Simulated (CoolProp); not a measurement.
R1234ze(E) at several states: density (kg/m³) from the reference equation and from simpler models built on Tc = 382.5 K, pc = 3.635 MPa, ω = 0.313; each cubic takes its own stable root.

Values from CoolProp's reference Helmholtz-energy equation of state, Thol 2016.

| T (K) | p (MPa) | phase | reference |
|---|---|---|---|
| 315.5 | 12.6 | liquid | 1168 |
| 378.3 | 15 | liquid | 994.8 |
| 346.2 | 0.0222 | gas | 0.8822 |
| 378.4 | 0.0128 | gas | 0.4646 |
| 230.6 | 0.0663 | liquid | 1356 |

Q: How far does each simpler model (van der Waals, Redlich-Kwong, Soave-Redlich-Kwong) lie from the reference over these 5 states: mean and median of the absolute difference, and the worst?

A: 
- van der Waals: mean 32.8 %, median 29.3 %, worst -99.7 % at 230.6 K and 0.0663 MPa
- Redlich-Kwong: mean 24.1 %, median 9.7 %, worst -99.7 % at 230.6 K and 0.0663 MPa
- Soave-Redlich-Kwong: mean 5.5 %, median 8.5 %, worst -9.5 % at 230.6 K and 0.0663 MPa

At some of these states van der Waals, Redlich-Kwong gives the other phase, because its saturation line lies elsewhere.
